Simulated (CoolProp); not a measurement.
Vapour-liquid equilibrium of n-hexane (1) + ethylbenzene (2) at 72.55 °C; x and y are mole fractions of (1).

Values from CoolProp's multi-fluid Helmholtz-energy mixture model, Thol 2019 and Zhou 2012; pair parameters Bell 2016.

| x | bubble pressure (MPa) | y at the bubble point | dew pressure at overall composition x (MPa) | liquid density (mol/L) |
|---|---|---|---|---|
| 0.05 | 0.01974 | 0.393 | 0.01314 | 7.698 |
| 0.2 | 0.03860 | ___ | 0.01540 | 7.610 |
| 0.35 | 0.05449 | 0.838 | 0.01858 | 7.518 |
| 0.5 | 0.06861 | 0.895 | ___ | 7.422 |
| 0.65 | 0.08193 | 0.933 | ___ | 7.323 |
| 0.8 | ___ | 0.964 | 0.04764 | ___ |
| 0.95 | ___ | ___ | 0.08878 | 7.110 |

Problem. Fill in the missing entries.

Solution. 
- 0.2, y at the bubble point: 0.731
- 0.5, dew pressure at overall composition x (MPa): 0.02339
- 0.65, dew pressure at overall composition x (MPa): 0.03149
- 0.8, bubble pressure (MPa): 0.09522
- 0.8, liquid density (mol/L): 7.219
- 0.95, bubble pressure (MPa): 0.1092
- 0.95, y at the bubble point: 0.991

No azeotrope shows between x = 0.05 and 0.95.

Pair parameters are fitted to limited data, so mixtures are less certain than the pure fluids.
